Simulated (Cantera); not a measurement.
Input (Python, Cantera):

```python
import numpy as np
import cantera as ct

gas = ct.Solution("gri30.yaml")
gas.TPX = 2175, 2666, {'NO': 1, 'N2': 0.33}
inlet = ct.Reservoir(gas, clone=True)

reactor = ct.IdealGasConstPressureReactor(gas, energy="off", clone=False)
exhaust = ct.Reservoir(gas, clone=True)
tau = [1.9, 0.88, 0.39, 0.18, 0.08, 0.036, 0.016, 0.0073, 0.0033, 0.0015][0]
for a, b in ((inlet, reactor), (reactor, exhaust)):
    ct.MassFlowController(a, b, mdot=lambda t: reactor.mass / tau)
net = ct.ReactorNet([reactor])
show = ['NO', 'O', 'NO2', 'O2', 'N2']

rows = []
print(f"{'tau/s':>10s}{'T/K':>9s}" + "".join(f"{s:>11s}" for s in show))
for tau in [1.9, 0.88, 0.39, 0.18, 0.08, 0.036, 0.016, 0.0073, 0.0033, 0.0015]:
    net.initial_time = 0.0
    net.advance(30 * tau)
    before = gas.X
    net.advance(40 * tau)
    drift = np.max(np.abs(gas.X - before) / (gas.X + 1e-9))
    rows.append([gas.T, *gas[show].X, drift])
    print(f"{tau:10.3e}{gas.T:9.1f}" + "".join(f"{x:11.3e}" for x in gas[show].X))
```

Result:

```
     tau/s      T/K         NO          O        NO2         O2         N2
 1.900e+00   2175.0  2.439e-01  7.117e-03  5.692e-05  2.491e-01  4.999e-01
 8.800e-01   2175.0  3.904e-01  6.097e-03  7.610e-05  1.765e-01  4.269e-01
 3.900e-01   2175.0  5.594e-01  4.643e-03  7.818e-05  9.297e-02  3.429e-01
 1.800e-01   2175.0  6.681e-01  3.347e-03  6.100e-05  3.949e-02  2.889e-01
 8.000e-02   2175.0  7.201e-01  2.386e-03  4.204e-05  1.416e-02  2.631e-01
 3.600e-02   2175.0  7.400e-01  1.689e-03  2.917e-05  4.713e-03  2.534e-01
 1.600e-02   2175.0  7.477e-01  1.062e-03  1.921e-05  1.304e-03  2.498e-01
 7.300e-03   2175.0  7.504e-01  5.587e-04  1.078e-05  2.996e-04  2.486e-01
 3.300e-03   2175.0  7.514e-01  2.446e-04  4.665e-06  5.646e-05  2.482e-01
 1.500e-03   2175.0  7.517e-01  1.009e-04  1.654e-06  1.026e-05  2.481e-01
```

Computed with Cantera and GRI-Mech 3.0 (53 species, 325 reactions). Radical loss at walls, strong at low pressure, is not modelled.
